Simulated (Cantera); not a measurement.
A freely propagating, adiabatic, planar premixed flame of 31.6 % H₂, 14.4 % O₂, 54.0 % N₂, equivalence ratio 1.1, unburnt at 325 K and 105 Torr; mixture-averaged transport, grid criteria slope 0.08 and curve 0.16, no radiation.

Cantera simulation using the H2/O2 subset of GRI-Mech 3.0, which has no nitrogen chemistry; the numbers are that mechanism's predictions, not measurements. Burning velocities carry a grid error of a few per cent, more on coarse grids.

Q: Predict: laminar burning velocity; thermal thickness; peak x(H₂O₂); peak x(H); peak x(O).

A: 
```
Property                    Result
------------------------  --------
laminar burning velocity  240 cm/s
thermal thickness          5.00 mm
peak x(H₂O₂)               4.44e-5
peak x(H)                   0.0819
peak x(O)                   0.0113
```
